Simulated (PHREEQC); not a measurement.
# Phosphoric acid bath with copper plating or etch bath: an equilibrium model

Solution A (78 mmol/kgw KH2PO4, 8.4 mmol/kgw HCl and 120 mmol/kgw ZnSO4) is mixed with solution B (0.0021 mol/kgw Cu(NO3)2, 0.0098 mol/kgw H2SO4 and 8.4e-05 mol/kgw FeCl3) at 15 °C; shares are by mass of water, 1 kg in all. Oxygen alone is held at its pressure in air (log pO2 = -0.68). CO2 from the air is kept out. Only these solids could form: Fe(OH)3(a), Strengite, Cu(OH)2, Brochantite, Antlerite, Atacamite, Cu2(OH)3NO3, Cu3(PO4)2:3H2O, Zn(OH)2-e, Zn4(OH)6SO4, Zn5(OH)8Cl2, Zn3(PO4)2:4w, Jarosite-K, Chalcanthite, Goslarite.

The series has 21 steps of share of solution B, from 0 to 1.

Model: ion-association model, wateq4f.dat, run in PHREEQC.

Question: Which solids form, in which order, and at which step of the series does each first stand?

Answer: Strengite from share of solution B = 0.05 (pH 2.97), last present at share of solution B = 0.95.

Species that the database lacks are ignored. H3PO4, which wateq4f.dat lacks, is added to it with the constant of phreeqc.dat. The database has no phosphate complexes of Cu, Zn.
